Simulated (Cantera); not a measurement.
Cantera run:

```python
import numpy as np
import cantera as ct

gas_names = """
    CL CL2 H HCL H2 Si SiCL SiCL2 SiCL3 SiCL4 SiH SiHCL3 SiH2 SiH2CL2 SiH3 SiH3CL SiH4 Si2 Si3
""".split()
cond_names = """
    Si(cr) Si(L)
""".split()


# ... load() reads the species with a 1 bar reference pressure and builds the phases ...
atoms = {
    'Si': {'Si': 1},
    'H2': {'H': 2},
    'HCl': {'H': 1, 'CL': 1},
}
top_T = {}  # K; cautious upper limits of use, not melting points


# ... equilibrate(T, P, feed) seeds the gas with the atoms and calls Mixture.equilibrate('TP', solver="vcs", rtol=1e-11, max_steps=5000) ...
results = []
feed = {'Si': 1, 'H2': 7.8, 'HCl': 3.3}  # mol
T = 1323.15  # K
P = 280000  # Pa
mix = equilibrate(T, P, feed)
results.append((T, P, feed, dict(zip(mix.species_names, mix.species_moles))))
x = sorted(zip(gas.X, gas.species_names), reverse=True)
print(f"T = {T:g} K  P = {P:g} Pa  gas = {mix.phase_moles(0):.4g} mol")
print("   x: " + "  ".join(f"{s} {v:.3e}" for v, s in x if v > 0.001))
print("   condensed (mol): " + ("  ".join(f"{mix.phase(i).name} {mix.phase_moles(i):.4g}"
      for i in range(1, mix.n_phases) if mix.phase_moles(i) > 1e-12) or "none"))
```

Output:

```
T = 1323.15 K  P = 280000 Pa  gas = 10.38 mol
   x: H2 8.666e-01  HCL 5.193e-02  SiCL4 3.367e-02  SiHCL3 2.852e-02  SiCL2 8.511e-03  SiCL3 7.240e-03  SiH2CL2 3.461e-03
   condensed (mol): Si(cr) 0.1539
```

Equilibrium computed with Cantera from the NASA thermochemical tables; the gas is ideal and each condensed phase is pure. The tables' values for SiCl3 are old estimates; treat these amounts as uncertain.
